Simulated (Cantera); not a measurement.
Mixture: H2 : O2 : N2 = 1 : 0.278 : 1.04 (molar parts), equivalence ratio 1.8, at 10.9 atm, adiabatic and at constant volume. Ignition delay is the time to a rise of 400 K.

Cantera simulation using GRI-Mech 3.0 (53 species, 325 reactions); the numbers are that mechanism's predictions, not measurements. The hydrogen kinetics of GRI-Mech 3.0 are dated; newer H2 mechanisms differ, most at raised pressure.

**Question.** At T0 = 1475 K, what is the delay, and which 6 reactions control it most (d ln τ / d ln k, from doubling and halving each rate constant)?

**Answer.** The delay is 1.52 µs.
```
reaction                  d ln τ / d ln k   faster rate
------------------------  ---------------  ------------
H + O2 <=> O + OH                   -0.94   shortens it
H + O2 + M <=> HO2 + M               0.15  lengthens it
H2 + O <=> H + OH                   -0.12   shortens it
H + O2 + N2 <=> HO2 + N2             0.09  lengthens it
H2 + OH <=> H + H2O                 -0.07   shortens it
H + HO2 <=> H2 + O2                 -0.06   shortens it
```
